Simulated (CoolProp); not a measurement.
Vapour pressure (MPa) of CH3F (R41): the reference equation beside estimates from Tc = 317.3 K, pc = 5.906 MPa, ω = 0.200. Clausius-Clapeyron is anchored at 245.8 K with a constant enthalpy of vaporisation of 13.66 kJ/mol.

Model: reference Helmholtz-energy equation of state, Lemmon 2006, in CoolProp. It is a short technical equation, of lower accuracy than the large ones.

```json
[
 {"T (K)": "209.8", "reference": "0.2170", "Lee-Kesler": "0.2137", "Clausius-Clapeyron": "0.2848", "van der Waals": "0.8797", "Redlich-Kwong": "0.3133", "Soave-Redlich-Kwong": "0.2138", "Peng-Robinson": "0.2147"},
 {"T (K)": "218.8", "reference": "0.3242", "Lee-Kesler": "0.3231", "Clausius-Clapeyron": "0.3931", "van der Waals": "1.097", "Redlich-Kwong": "0.4546", "Soave-Redlich-Kwong": "0.3230", "Peng-Robinson": "0.3225"},
 {"T (K)": "227.8", "reference": "0.4683", "Lee-Kesler": "0.4707", "Clausius-Clapeyron": "0.5289", "van der Waals": "1.346", "Redlich-Kwong": "0.6374", "Soave-Redlich-Kwong": "0.4705", "Peng-Robinson": "0.4679"},
 {"T (K)": "236.8", "reference": "0.6565", "Lee-Kesler": "0.6638", "Clausius-Clapeyron": "0.6957", "van der Waals": "1.629", "Redlich-Kwong": "0.8675", "Soave-Redlich-Kwong": "0.6644", "Peng-Robinson": "0.6587"},
 {"T (K)": "245.8", "reference": "0.8970", "Lee-Kesler": "0.9101", "Clausius-Clapeyron": "0.8970", "van der Waals": "1.948", "Redlich-Kwong": "1.151", "Soave-Redlich-Kwong": "0.9129", "Peng-Robinson": "0.9031"},
 {"T (K)": "254.8", "reference": "1.198", "Lee-Kesler": "1.218", "Clausius-Clapeyron": "1.136", "van der Waals": "2.305", "Redlich-Kwong": "1.493", "Soave-Redlich-Kwong": "1.225", "Peng-Robinson": "1.210"},
 {"T (K)": "263.8", "reference": "1.570", "Lee-Kesler": "1.595", "Clausius-Clapeyron": "1.415", "van der Waals": "2.700", "Redlich-Kwong": "1.899", "Soave-Redlich-Kwong": "1.609", "Peng-Robinson": "1.589"},
 {"T (K)": "272.8", "reference": "2.021", "Lee-Kesler": "2.052", "Clausius-Clapeyron": "1.738", "van der Waals": "3.135", "Redlich-Kwong": "2.374", "Soave-Redlich-Kwong": "2.075", "Peng-Robinson": "2.049"},
 {"T (K)": "281.8", "reference": "2.563", "Lee-Kesler": "2.599", "Clausius-Clapeyron": "2.107", "van der Waals": "3.611", "Redlich-Kwong": "2.924", "Soave-Redlich-Kwong": "2.631", "Peng-Robinson": "2.602"}
]
```

Absolute difference from the reference over all 9 rows, mean and median: Lee-Kesler 1.2 and 1.5 %, Clausius-Clapeyron 13.1 and 12.9 %, van der Waals 139.7 and 117.2 %, Redlich-Kwong 28.7 and 28.3 %, Soave-Redlich-Kwong 1.7 and 1.8 %, Peng-Robinson 0.9 and 1.0 %.
